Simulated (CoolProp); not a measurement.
Water along the isobar 100 MPa: fugacity coefficient from the reference equation and from simpler models built on Tc = 373.9 °C, pc = 22.06 MPa, ω = 0.344; each cubic takes its own stable root.

Model: reference Helmholtz-energy equation of state, Wagner 2002, in CoolProp.

| T (°C) | phase | reference |
|---|---|---|
| 320.15 | liquid | 0.1313 |
| 339.05 | liquid | 0.1586 |
| 357.95 | liquid | 0.1885 |
| 376.95 | supercritical | 0.2208 |
| 395.85 | supercritical | 0.2549 |
| 414.75 | supercritical | 0.2907 |
| 433.65 | supercritical | 0.3276 |
| 452.55 | supercritical | 0.3652 |
| 471.45 | supercritical | 0.4030 |
| 490.45 | supercritical | 0.4408 |
| 509.35 | supercritical | 0.4778 |
| 528.25 | supercritical | 0.5137 |

Q: How far does each simpler model (van der Waals, Redlich-Kwong, Soave-Redlich-Kwong, Peng-Robinson) lie from the reference over these 12 states: mean and median of the absolute difference, and the worst?

A: 
- van der Waals: mean 32.3 %, median 23.5 %, worst +94.2 % at 320.15 °C and 100 MPa
- Redlich-Kwong: mean 15.3 %, median 12.2 %, worst +40.7 % at 320.15 °C and 100 MPa
- Soave-Redlich-Kwong: mean 20.8 %, median 20.9 %, worst +25.4 % at 320.15 °C and 100 MPa
- Peng-Robinson: mean 10.2 %, median 10.3 %, worst +13.9 % at 320.15 °C and 100 MPa
